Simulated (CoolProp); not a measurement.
R365MFC along the isobar 181 bar: fugacity coefficient from the reference equation and from simpler models built on Tc = 460.0 K, pc = 32.66 bar, ω = 0.377; each cubic takes its own stable root.

The numbers come from the reference Helmholtz-energy equation of state, Lemmon 2016 in CoolProp.

| T (K) | phase | reference | van der Waals | Redlich-Kwong | Soave-Redlich-Kwong |
|---|---|---|---|---|---|
| 300.2 | liquid | 0.007648 | 0.08295 | 0.02048 | 0.008086 |
| 328.8 | liquid | 0.01975 | 0.1167 | 0.04144 | 0.02116 |
| 357.3 | liquid | 0.04181 | 0.1548 | 0.07208 | 0.04531 |
| 385.8 | liquid | 0.07635 | 0.1964 | 0.1123 | 0.08351 |
| 414.4 | liquid | 0.1245 | 0.2406 | 0.1609 | 0.1371 |
| 442.9 | liquid | 0.1850 | 0.2862 | 0.2158 | 0.2047 |
| 471.5 | supercritical | 0.2559 | 0.3327 | 0.2751 | 0.2838 |
| 500 | supercritical | 0.3330 | 0.3789 | 0.3361 | 0.3696 |
